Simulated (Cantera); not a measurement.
Input: 1 mol SiCl₄, 3.2 mol HCl, 730 mol H₂, held at 10.0 Torr.

Method: chemical equilibrium by Gibbs-energy minimisation in Cantera with the NASA 1993 tables (ideal gas, pure condensed phases). Candidate condensed phases: Si; 19 gas species. Gases not in the tables: Si₂H₆ and higher silanes. Rates play no part.

Question: Which condensed phases are stable at each of these points (T (°C)): 827, 927, 1027, 1127, 1227, 1327, 1427, 1527, 1627, 1727?

Answer: 
```csv
T (°C),condensed phases,Si condensed (%)
827,Si(s),81.5
927,Si(s),83.6
1027,Si(s),82.5
1127,Si(s),81.0
1227,Si(s),79.4
1327,Si(s),77.1
1427,Si(l),71.5
1527,Si(l),56.5
1627,gas only,0.0
1727,gas only,0.0
```

From 827 °C to 1327 °C the condensed part is Si(s). From 1427 °C to 1527 °C the condensed part is Si(l). From 1627 °C to 1727 °C nothing is condensed.
